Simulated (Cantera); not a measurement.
**(CH₃)₂SiCl₂ + CH₄ + H₂ (silicon carbide growth)**

A closed system holds: 1 mol (CH₃)₂SiCl₂, 0.023 mol CH₄, 24 mol H₂, held at 0.100 bar.

Equilibrium computed with Cantera from the NASA thermochemical tables; the gas is ideal and each condensed phase is pure. Candidate condensed phases: C, C₆H₆, C₇H₈, C₈H₁₈, Si, SiC; 109 gas species. The feed counts by its element totals alone. The tables' values for SiCl, SiCl₃ are old estimates; treat these amounts as uncertain. Gases not in the tables: Si₂H₆ and higher silanes. Kinetics and transport are ignored.

| T (K) | x H₂ | x HCl | x H | x C₂H₂ (acetylene) | n C(graphite) | n SiC(s) |
|---|---|---|---|---|---|---|
| 1125 | 0.927 | 0.0700 | 1.35e-7 | 2.13e-8 | 0.965 | 0.988 |
| 1225 | 0.928 | 0.0710 | 9.49e-7 | 1.51e-7 | 0.995 | 0.997 |
| 1325 | 0.928 | 0.0711 | 4.98e-6 | 7.90e-7 | 1.01 | 0.998 |
| 1425 | 0.928 | 0.0711 | 2.08e-5 | 3.27e-6 | 1.02 | 0.997 |
| 1525 | 0.929 | 0.0710 | 7.21e-5 | 1.12e-5 | 1.02 | 0.996 |
| 1625 | 0.929 | 0.0708 | 0.000215 | 3.30e-5 | 1.02 | 0.994 |
| 1725 | 0.928 | 0.0706 | 0.000566 | 8.55e-5 | 1.02 | 0.991 |
| 1825 | 0.928 | 0.0703 | 0.00134 | 0.000199 | 1.02 | 0.988 |
| 1925 | 0.926 | 0.0699 | 0.00291 | 0.000424 | 1.01 | 0.983 |
| 2025 | 0.923 | 0.0693 | 0.00585 | 0.000835 | 0.997 | 0.977 |
| 2125 | 0.917 | 0.0684 | 0.0110 | 0.00154 | 0.967 | 0.967 |
| 2225 | 0.908 | 0.0672 | 0.0195 | 0.00266 | 0.923 | 0.943 |
x: gas mole fraction; n: condensed amount in mol.

From 1125 K to 2225 K the condensed part is C(graphite) + SiC(s). The main Si-bearing gas is SiCl₄ at 1125 K and SiCl₂ at 2225 K. The share of Si in condensed phases is highest at 1325 K (99.8 %) and lowest at 2225 K (94.3 %).
